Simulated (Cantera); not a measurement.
Input (Python, Cantera):

```python
import numpy as np
import cantera as ct

gas = ct.Solution("h2o2.yaml")
gas.TPX = 675, 210000, {'H2': 1, 'O2': 0.595, 'N2': 1.5}
flame = ct.FreeFlame(gas, width=0.024)
flame.set_refine_criteria(ratio=3, slope=0.08, curve=0.16)
flame.transport_model = "mixture-averaged"
flame.solve(loglevel=0, auto=True)
z, T = flame.grid, flame.T
thick = (T[-1] - T[0]) / np.gradient(T, z).max()
show = ['H2', 'O2', 'H2O', 'O', 'H', 'OH']
print(f"laminar burning velocity  {flame.velocity[0] * 100:.3f} cm/s")
print(f"burnt temperature         {T[-1]:.1f} K")
print(f"thermal thickness         {thick * 1e3:.4f} mm")
print(f"grid points               {len(z)}")
z0 = z[flame.heat_release_rate.argmax()]
print(f"{'z/mm':>9s}{'T/K':>9s}{'u/(m/s)':>9s}" + "".join(f"{s:>11s}" for s in show))
rows = []
for k in (-3, -2, -1.5, -1, -0.5, -0.25, 0, 0.25, 0.5, 1, 2, 4, 8):
    zz = z0 + k * thick
    rows.append([k * thick, np.interp(zz, z, T), np.interp(zz, z, flame.velocity),
                 *(np.interp(zz, z, flame.X[gas.species_index(s)]) for s in show)])
    print(f"{rows[-1][0] * 1e3:9.3f}{rows[-1][1]:9.1f}{rows[-1][2]:9.3f}" + "".join(f"{x:11.3e}" for x in rows[-1][3:]))
```

It prints:

```
laminar burning velocity  1160.642 cm/s
burnt temperature         2711.5 K
thermal thickness         0.1631 mm
grid points               132
     z/mm      T/K  u/(m/s)         H2         O2        H2O          O          H         OH
   -0.489    675.0   11.606  3.231e-01  1.922e-01  1.189e-13  1.569e-16  1.614e-16  8.658e-18
   -0.326    675.0   11.606  3.231e-01  1.922e-01  1.821e-11  1.194e-13  1.942e-13  6.755e-15
   -0.245    675.0   11.606  3.231e-01  1.922e-01  1.069e-09  1.641e-11  7.886e-11  1.038e-12
   -0.163    675.0   11.606  3.230e-01  1.923e-01  2.213e-07  5.200e-09  6.887e-08  6.128e-10
   -0.082    690.7   11.814  3.187e-01  1.927e-01  6.511e-04  1.090e-05  1.832e-04  5.678e-05
   -0.041    900.5   14.993  2.819e-01  1.891e-01  1.975e-02  5.770e-04  6.452e-03  1.252e-03
    0.000   1380.4   22.084  1.638e-01  1.433e-01  1.201e-01  8.557e-03  3.859e-02  7.044e-03
    0.041   1736.3   27.367  6.982e-02  7.817e-02  2.288e-01  1.930e-02  5.746e-02  1.877e-02
    0.082   1915.3   29.933  4.942e-02  5.887e-02  2.600e-01  2.150e-02  5.208e-02  2.517e-02
    0.163   2107.5   32.533  4.410e-02  5.193e-02  2.766e-01  1.898e-02  3.901e-02  2.965e-02
    0.326   2302.3   35.038  3.888e-02  4.749e-02  2.935e-01  1.474e-02  2.607e-02  3.187e-02
    0.653   2484.3   37.279  3.147e-02  4.348e-02  3.122e-01  1.043e-02  1.564e-02  3.159e-02
    1.305   2626.9   38.974  2.380e-02  4.039e-02  3.290e-01  7.067e-03  8.891e-03  2.924e-02
```

Computed with Cantera and the H2/O2 subset of GRI-Mech 3.0, which has no nitrogen chemistry. The hydrogen kinetics of GRI-Mech 3.0 are dated; newer H2 mechanisms differ, most at raised pressure. Burning velocities carry a grid error of a few per cent, more on coarse grids.
